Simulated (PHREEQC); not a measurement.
1 kg of water holding 0.027 mol/kgw CaCl2, 0.05 mol/kgw NaCl and 0.18 mol/kgw KCl is evaporated at 60 °C; the solids stay in contact with the brine. The system is closed to CO2. Solids allowed: Halite, Portlandite, Sylvite. Others were left out.

All values are PHREEQC results (Pitzer model, pitzer.dat), not measurements.

```tsv
water left (kg)	ionic strength	water activity	Sylvite (mol)	Halite (mol)
1	0.311	0.991	0	0
0.8219	0.378	0.989	0	0
0.6755	0.460	0.987	0	0
0.4563	0.682	0.981	0	0
0.375	0.829	0.977	0	0
0.3082	1.01	0.972	0	0
0.2533	1.23	0.966	0	0
0.2082	1.49	0.958	0	0
0.1711	1.82	0.948	0	0
0.1156	2.69	0.922	0	0
0.09502	3.27	0.904	0	0
0.07809	3.98	0.882	0	0
0.06418	4.85	0.854	0	0
0.05275	5.90	0.820	0	0
0.03564	8.16	0.748	0.0200	0
0.0293	8.65	0.734	0.0576	0
0.02407	9.27	0.715	0.0879	0
0.01979	10.1	0.689	0.112	0
0.01627	10.9	0.663	0.129	0.00480
0.01337	11.5	0.652	0.139	0.0179
0.00903	13.3	0.610	0.155	0.0360
0.007426	14.6	0.573	0.161	0.0417
0.006093	16.4	0.516	0.165	0.0456
```

Sylvite from water left = 0.03564 kg; Halite from water left = 0.01627 kg.

At this temperature some constants are extrapolated from 25 °C, and those without enthalpy data are left unchanged.
